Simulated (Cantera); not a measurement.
A Cantera script and its output.

```python
import numpy as np
import cantera as ct

gas = ct.Solution("gri30.yaml")
gas.TPX = 1475, 210000, {'CH4': 1, 'O2': 1.05, 'N2': 8.84}
reactor = ct.IdealGasReactor(gas, energy="on", clone=False)
net = ct.ReactorNet([reactor])
net.rtol, net.atol = 1e-08, 1e-16
show = ['CH4', 'O2', 'N2O', 'NO', 'HO2', 'C2H4']
times = np.geomspace(3e-06, 5, 14)

steps = ct.SolutionArray(gas, extra=["t"])
rows = []
print(f"{'t/s':>10s}{'T/K':>9s}{'P/Pa':>11s}" + "".join(f"{s:>11s}" for s in show))
for t in times:
    while net.time < t:
        t_next = net.step()
        steps.append(gas.state, t=t_next)
    rows.append([np.interp(t, steps.t, y) for y in (steps.T, steps.P, *steps(*show).X.T)])
    print(f"{t:10.3e}{rows[-1][0]:9.1f}{rows[-1][1]:11.4g}" + "".join(f"{x:11.3e}" for x in rows[-1][2:]))
rate = np.gradient(steps.T, steps.t)
print("integrator steps:", len(steps.t))
if steps.T.max() > steps.T[0] + 200:
    print(f"time of steepest temperature rise: {steps.t[rate.argmax()]:.4e} s")
gas.TPX = 1475, 210000, {'CH4': 1, 'O2': 1.05, 'N2': 8.84}
gas.equilibrate("UV")
print(f"equilibrium (UV): T = {gas.T:.1f} K  " + "  ".join(f"{s} {gas[s].X[0]:.3e}" for s in show))
```

It prints:

```
       t/s      T/K       P/Pa        CH4         O2        N2O         NO        HO2       C2H4
 3.000e-06   1475.0    2.1e+05  9.183e-02  9.642e-02  2.704e-13  6.880e-17  1.679e-07  4.773e-13
 9.031e-06   1475.0    2.1e+05  9.183e-02  9.642e-02  1.854e-12  2.809e-16  4.842e-07  2.263e-11
 2.718e-05   1475.0    2.1e+05  9.182e-02  9.642e-02  1.391e-11  1.292e-15  1.270e-06  9.315e-10
 8.183e-05   1474.9    2.1e+05  9.180e-02  9.641e-02  9.156e-11  9.013e-15  2.374e-06  4.596e-08
 2.463e-04   1475.2    2.1e+05  9.168e-02  9.635e-02  3.879e-10  8.740e-14  2.465e-06  2.039e-06
 7.415e-04   1478.6  2.105e+05  9.084e-02  9.590e-02  1.910e-09  7.387e-13  5.920e-06  3.456e-05
 2.232e-03   1624.6  2.339e+05  6.542e-02  7.785e-02  4.564e-08  5.584e-10  6.323e-05  3.232e-03
 6.720e-03   2377.1  3.685e+05  4.675e-11  2.408e-06  1.121e-08  1.461e-04  2.507e-09  1.772e-17
 2.023e-02   2377.9  3.686e+05  4.345e-11  2.431e-06  6.751e-09  7.243e-05  2.530e-09  1.632e-17
 6.089e-02   2378.0  3.686e+05  4.310e-11  2.434e-06  6.323e-09  6.109e-05  2.534e-09  1.617e-17
 1.833e-01   2378.0  3.686e+05  4.310e-11  2.435e-06  6.320e-09  6.100e-05  2.534e-09  1.617e-17
 5.518e-01   2378.0  3.686e+05  4.310e-11  2.435e-06  6.320e-09  6.100e-05  2.534e-09  1.617e-17
 1.661e+00   2378.0  3.686e+05  4.310e-11  2.435e-06  6.320e-09  6.100e-05  2.534e-09  1.617e-17
 5.000e+00   2378.0  3.686e+05  4.310e-11  2.435e-06  6.320e-09  6.100e-05  2.534e-09  1.617e-17
integrator steps: 2078
time of steepest temperature rise: 2.3394e-03 s
equilibrium (UV): T = 2378.0 K  CH4 4.853e-11  O2 2.435e-06  N2O 6.320e-09  NO 6.100e-05  HO2 2.534e-09  C2H4 1.800e-17
```

Computed with Cantera and GRI-Mech 3.0 (53 species, 325 reactions).
